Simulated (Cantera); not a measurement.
Charge: 1 mol MgO, 0.88 mol SO₃, 1.7 mol H₂O, at 1500 K.

Cantera equilibrium calculation (NASA polynomials, part measured and part estimated; ideal gas, pure solids and liquids). Candidate condensed phases: H₂O, H₂SO₄, Mg, MgO, Mg(OH)₂, MgS, MgSO₄, S; 26 gas species. Mutual solubility and eutectic melting of coexisting phases are not modelled. The numbers say what is thermodynamically allowed, not how fast it happens.

Problem. Which condensed phases are stable at each of these points (P (Pa)): 1000, 3500, 13000, 45000, 160000, 560000, 2000000?

Solution. 
```csv
P (Pa),condensed phases,Mg condensed (%)
1000,MgO(s),100.0
3500,MgO(s),100.0
13000,MgO(s),100.0
45000,MgO(s),100.0
160000,MgO(s),100.0
560000,MgO(s),100.0
2000000,MgO(s) + MgSO₄(l),100.0
```

From 10.0 mbar to 5.60 bar the condensed part is MgO(s). At 20.0 bar the condensed part is MgO(s) + MgSO₄(l).
